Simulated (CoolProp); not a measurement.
Vapour-liquid equilibrium of carbon dioxide (1) + hydrogen sulfide (2) at 2.25 °C; x and y are mole fractions of (1).

Computed with CoolProp (multi-fluid Helmholtz-energy mixture model, Span 1996 and Lemmon 2006; pair parameters Kunz 2012).

```tsv
x	bubble pressure, mixture model (MPa)	bubble pressure, Raoult's law (MPa)	y, mixture model	y, Raoult's law
0.05	1.386	1.232	0.218	0.150
0.125	1.756	1.427	0.403	0.324
0.2	2.063	1.621	0.510	0.456
0.275	2.317	1.816	0.580	0.560
0.35	2.528	2.011	0.632	0.644
0.425	2.709	2.205	0.674	0.713
0.5	2.869	2.400	0.711	0.770
0.575	3.016	2.594	0.746	0.819
0.65	3.155	2.789	0.781	0.862
0.725	3.288	2.984	0.819	0.898
0.8	3.415	3.178	0.861	0.931
0.875	3.533	3.373	0.908	0.959
0.95	3.637	3.568	0.961	0.985
```

The largest gap from Raoult's law is +27.6 % in bubble pressure, at x = 0.275. No azeotrope shows between x = 0.05 and 0.95.

Pair parameters are fitted to limited data, so mixtures are less certain than the pure fluids.
